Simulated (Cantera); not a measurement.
Cantera run:

```python
import numpy as np
import cantera as ct

gas_names = [...]  # 123 gases of nasa_gas.yaml made of C, H, O, Si
cond_names = """
    C(gr) C6H6(L) C7H8(L) C8H18(L),n-octa H2O(s) H2O(L) Si(cr) Si(L) SiC(b) SiO2(Lqz) SiO2(hqz) SiO2(L)
""".split()


# ... load() reads the species with a 1 bar reference pressure and builds the phases ...
atoms = {
    'SiO2': {'Si': 1, 'O': 2},
    'CH4': {'C': 1, 'H': 4},
    'H2': {'H': 2},
    'CO': {'C': 1, 'O': 1},
}
top_T = {'C(gr)': 4500, 'SiC(b)': 3050}  # K; cautious upper limits of use, not melting points


# ... equilibrate(T, P, feed) seeds the gas with the atoms and calls Mixture.equilibrate('TP', solver="vcs", rtol=1e-11, max_steps=5000) ...
results = []
feed = {'SiO2': 1, 'CH4': 2, 'H2': 0.31, 'CO': 0.87}  # mol
T = 1825  # K
P = 1333.22  # Pa
mix = equilibrate(T, P, feed)
results.append((T, P, feed, dict(zip(mix.species_names, mix.species_moles))))
print(gas.report(threshold=1e-06))
for i in range(1, mix.n_phases):
    print(f"{mix.phase(i).name:16s} {mix.phase_moles(i):12.5e} mol")
```

It prints:

```
       temperature   1825 K
          pressure   1333.2 Pa
           density   0.0011867 kg/m^3
  mean mol. weight   13.506 kg/kmol
   phase of matter   gas

                          1 kg             1 kmol
                     ---------------   ---------------
          enthalpy        4.3071e+05        5.8173e+06  J
   internal energy       -6.9275e+05       -9.3566e+06  J
           entropy             19075        2.5764e+05  J/K
    Gibbs function       -3.4381e+07       -4.6437e+08  J
 heat capacity c_p            2560.3             34580  J/K
 heat capacity c_v            1944.7             26266  J/K

                      mass frac. Y      mole frac. X     chem. pot. / RT
                     ---------------   ---------------   ---------------
                CO           0.68354            0.3296           -40.106
    C2H2,acetylene        7.0015e-06        3.6318e-06           -32.737
                 H         0.0002201         0.0029492           -12.012
                H2           0.08924           0.59787           -24.025
               H2O        5.2571e-06        3.9415e-06           -59.775
                Si        0.00011371        5.4683e-05           -7.1831
               SiH        1.1174e-05        5.1874e-06           -19.195
              SiH2        7.6062e-06        3.4129e-06           -31.208
               SiO           0.22685          0.069501           -42.933
     [ +114 minor]         6.271e-06        1.9413e-06

C(gr)             0.00000e+00 mol
Si(L)             0.00000e+00 mol
SiC(b)            4.99752e-01 mol
SiO2(L)           0.00000e+00 mol
```

Method: chemical equilibrium by Gibbs-energy minimisation in Cantera with the NASA 1993 tables (ideal gas, pure condensed phases).
